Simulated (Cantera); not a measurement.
Feed: 1 mol CH3Cl, 0.092 mol CH4, 13 mol H2, at 2723 K and 13.3 mbar.

Equilibrium computed with Cantera from the NASA thermochemical tables; the gas is ideal and each condensed phase is pure. Candidate condensed phases: C, C6H6, C7H8, C8H18; 91 gas species. Kinetics and transport are ignored.

Base state: H2 0.538, H 0.393, HCl 0.0346, Cl 0.0176, C2H2 (acetylene) 0.0138, C2H 0.00111, C3 0.000893, C 0.000208 (mole fractions); condensed: C(graphite).

**Question.** What changes in the equilibrium state with this change: temperature from 2723 K to 3473 K?

**Answer.** 
| species | before | after |
|---|---|---|
| H | 0.393 | 0.904 |
| H2 | 0.538 | 0.0353 |
| Cl | 0.0176 | 0.0314 |
| HCl | 0.0346 | 0.00185 |
| C2H2 (acetylene) | 0.0138 | 9.47e-5 |
| C | 0.000208 | 0.0212 |
| C4H2 | 0.000147 | 1.06e-7 |
| C2HCl | 1.41e-5 | 1.75e-7 |
| C2 | 8.59e-5 | 0.00262 |
| C2H2 (vinylidene) | 2.14e-5 | 7.59e-7 |
| CH | 1.31e-5 | 0.000106 |
| C(graphite), mol | 0.449 | 0 |

**Question.** What changes in the equilibrium state with this change: CH3Cl replaced by c-C4F8?

**Answer.** 
```csv
species,before,after
HF,0,0.395
H2,0.538,0.300
H,0.393,0.294
HCl,0.0346,0
Cl,0.0176,0
C2H2 (acetylene),0.0138,0.00769
F,0,0.00138
CF,0,8.40e-5
C2HCl,1.41e-5,0
C2H2 (vinylidene),2.14e-5,1.19e-5
"C(graphite), mol",0.449,3.68
```
The feed counts by its element totals alone.

**Question.** What changes in the equilibrium state with this change: temperature from 2723 K to 1200 K?

**Answer.** 
```csv
species,before,after
H2,0.538,0.934
HCl,0.0346,0.0659
CH4,4.18e-7,0.000184
H,0.393,1.65e-6
Cl,0.0176,1.01e-7
C2H2 (acetylene),0.0138,9.59e-8
C2H,0.00111,<1e-9
C3,0.000893,<1e-9
C,0.000208,<1e-9
C4H2,0.000147,<1e-9
"C(graphite), mol",0.449,1.09
```
